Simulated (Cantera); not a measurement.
## Metals in furnace atmospheres: Pb + CO₂ + N₂

A closed system holds: 1 mol Pb, 13 mol CO₂, 150 mol N₂, held at 0.00133 bar.

These are equilibrium values from Cantera (NASA tables, ideal gas, pure condensed phases), not measurements of a reactor. Candidate condensed phases: C, Pb, PbO, PbO₂, Pb₃O₄; 27 gas species. The numbers say what is thermodynamically allowed, not how fast it happens.

From 1098 K to 1998 K nothing is condensed. The main Pb-bearing gas is Pb throughout.

| T (K) | log p N₂ | log p CO₂ | log p CO | log p O₂ | log p Pb | log p O |
|---|---|---|---|---|---|---|
| 1098 | -2.91 | -3.98 | -7.03 | -11.69 | -5.09 | -14.47 |
| 1198 | -2.91 | -3.98 | -6.72 | -10.07 | -5.10 | -12.65 |
| 1298 | -2.91 | -3.98 | -6.46 | -8.70 | -5.11 | -11.12 |
| 1398 | -2.91 | -3.98 | -6.22 | -7.56 | -5.12 | -9.82 |
| 1498 | -2.91 | -3.98 | -5.95 | -6.71 | -5.13 | -8.76 |
| 1598 | -2.91 | -3.99 | -5.63 | -6.13 | -5.13 | -7.91 |
| 1698 | -2.91 | -4.00 | -5.31 | -5.72 | -5.13 | -7.22 |
| 1798 | -2.92 | -4.02 | -5.02 | -5.39 | -5.12 | -6.62 |
| 1898 | -2.92 | -4.06 | -4.76 | -5.13 | -5.12 | -6.10 |
| 1998 | -2.92 | -4.12 | -4.54 | -4.93 | -5.12 | -5.64 |
log p: log10 of the partial pressure in bar; nothing condenses.
